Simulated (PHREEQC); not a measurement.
PHREEQC input (Pitzer model, pitzer.dat):

```
SOLUTION 1
  temp 15
  units mol/kgw
  pH 7 charge
  Cl 1.426
  Mg 0.16
  Ca 0.093
  Na 0.18
  K 0.26
  Sr 0.24
END
USE solution 1
INCREMENTAL_REACTIONS false
REACTION 1
  H2O -1
  0 9.886 18.011 24.689 30.178 34.689 38.397 41.444
  43.949 46.007 47.699 49.089 50.232 moles
EQUILIBRIUM_PHASES 1
  Bischofite 0 0
  Brucite 0 0
  Carnallite 0 0
  Halite 0 0
  Portlandite 0 0
  Sylvite 0 0
  MgCl2_4H2O 0 0
SELECTED_OUTPUT 1
  -reset false
  -pH true
  -pe true
  -ionic_strength true
  -water true
  -activities H2O
  -totals Ca Cl K Mg Na Sr
  -molalities H+ Na+ K+ Mg+2 Ca+2 Sr+2 Cl- OH- MgOH+
  -equilibrium_phases Bischofite Brucite Carnallite Halite Portlandite Sylvite MgCl2_4H2O
PRINT
  -reset false
END
```

Selected output (columns that matter, 13 of 13 rows; water left (kg) added in front):

```
water left (kg)	pH	mu	Ca	Cl	K	Mg	Na	Sr	m_H+	m_Na+	m_K+	la_H2O	Halite	Sylvite
1	6.6347	1.919	0.093	1.426	0.26	0.16	0.18	0.24	2.1295e-07	0.18	0.26	-0.017505	0	0
0.821894	6.5507	2.3348	0.11315	1.735	0.31634	0.19467	0.21901	0.29201	2.3089e-07	0.21901	0.31634	-0.021926	0	0
0.675514	6.4469	2.8408	0.13767	2.111	0.38489	0.23686	0.26646	0.35529	2.5426e-07	0.26646	0.38489	-0.027689	0	0
0.555203	6.3177	3.4564	0.16751	2.5684	0.4683	0.28818	0.32421	0.43227	2.8601e-07	0.32421	0.4683	-0.035303	0	0
0.456313	6.1564	4.2054	0.20381	3.125	0.56978	0.35064	0.39447	0.52595	3.3086e-07	0.39447	0.56978	-0.045503	0	0
0.375043	5.9556	5.1167	0.24797	3.8022	0.69325	0.42662	0.47994	0.63993	3.964e-07	0.47994	0.69325	-0.059349	0	0
0.30824	5.7074	6.2257	0.30171	4.6263	0.8435	0.51908	0.58396	0.77861	4.9521e-07	0.58396	0.8435	-0.078377	0	0
0.253345	5.4035	7.5747	0.36709	5.6287	1.0263	0.63155	0.71049	0.94733	6.4875e-07	0.71049	1.0263	-0.1048	0	0
0.208215	5.0351	9.2164	0.44665	6.8487	1.2487	0.76844	0.86449	1.1527	8.9587e-07	0.86449	1.2487	-0.14181	0	0
0.171138	4.6855	10.596	0.54342	7.7154	0.90216	0.93492	1.0518	1.4024	1.2056e-06	1.0518	0.90216	-0.17746	0	0.10561
0.140655	4.3118	12.154	0.66119	8.6494	0.6271	1.1375	1.0122	1.7063	1.6479e-06	1.0122	0.6271	-0.22129	0.037625	0.1718
0.115613	3.9474	13.794	0.80441	9.5301	0.43713	1.3839	0.56444	2.0759	2.2356e-06	0.56444	0.43713	-0.26934	0.11474	0.20946
0.0950203	3.4378	16.084	0.97874	10.896	0.26928	1.6839	0.24968	2.5258	3.3191e-06	0.24968	0.26928	-0.35066	0.15628	0.23441
```
